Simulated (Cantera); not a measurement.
A Cantera script and what it prints.

```python
import numpy as np
import cantera as ct

gas_names = """
    CL CL2 H HCL H2 Si SiCL SiCL2 SiCL3 SiCL4 SiH SiHCL3 SiH2 SiH2CL2 SiH3 SiH3CL SiH4 Si2 Si3
""".split()
cond_names = """
    Si(cr) Si(L)
""".split()


# ... load() reads the species with a 1 bar reference pressure and builds the phases ...
atoms = {
    'SiCl4': {'Si': 1, 'CL': 4},
    'Cl2': {'CL': 2},
    'H2': {'H': 2},
}
top_T = {}  # K; cautious upper limits of use, not melting points


# ... equilibrate(T, P, feed) seeds the gas with the atoms and calls Mixture.equilibrate('TP', solver="vcs", rtol=1e-11, max_steps=5000) ...
results = []
feed = {'SiCl4': 1, 'Cl2': 1.1, 'H2': 0.49}  # mol
T = 1575  # K
P = 100000  # Pa
mix = equilibrate(T, P, feed)
results.append((T, P, feed, dict(zip(mix.species_names, mix.species_moles))))
x = sorted(zip(gas.X, gas.species_names), reverse=True)
print(f"T = {T:g} K  P = {P:g} Pa  gas = {mix.phase_moles(0):.4g} mol")
print("   x: " + "  ".join(f"{s} {v:.3e}" for v, s in x if v > 1e-05))
print("   condensed (mol): " + ("  ".join(f"{mix.phase(i).name} {mix.phase_moles(i):.4g}"
      for i in range(1, mix.n_phases) if mix.phase_moles(i) > 1e-12) or "none"))
```

Output:

```
T = 1575 K  P = 100000 Pa  gas = 2.647 mol
   x: SiCL4 3.777e-01  HCL 3.702e-01  CL2 2.089e-01  CL 4.320e-02  SiCL3 7.006e-05
   condensed (mol): none
```

Cantera equilibrium calculation (NASA polynomials, part measured and part estimated; ideal gas, pure solids and liquids). The tables' values for SiCl3 are old estimates; treat these amounts as uncertain.
